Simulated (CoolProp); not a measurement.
Vapour-liquid equilibrium of R142b (1) + R113 (2) at 4.94 bar; x and y are mole fractions of (1).

Values from CoolProp's multi-fluid Helmholtz-energy mixture model, Lemmon 2006 and Marx 1992; pair parameters Bell 2016.

| x | bubble temperature, mixture model (°C) | bubble temperature, Raoult's law (°C) | y, mixture model | y, Raoult's law |
|---|---|---|---|---|
| 0.05 | 97.4 | 97.9 | 0.190 | 0.201 |
| 0.15 | 84.1 | 85.6 | 0.455 | 0.472 |
| 0.25 | 73.9 | 75.9 | 0.620 | 0.640 |
| 0.35 | 65.9 | 68.0 | 0.727 | 0.750 |
| 0.45 | 59.6 | 61.4 | 0.801 | 0.825 |
| 0.55 | 54.4 | 55.8 | 0.855 | 0.880 |
| 0.65 | 50.0 | 50.9 | 0.896 | 0.920 |
| 0.75 | 46.2 | 46.7 | 0.930 | 0.950 |
| 0.85 | 42.7 | 42.9 | 0.960 | 0.974 |
| 0.95 | 39.5 | 39.5 | 0.987 | 0.992 |

The largest gap from Raoult's law is -2.1 K in bubble temperature, at x = 0.35. No azeotrope shows between x = 0.05 and 0.95.

Pair parameters are fitted to limited data, so mixtures are less certain than the pure fluids.
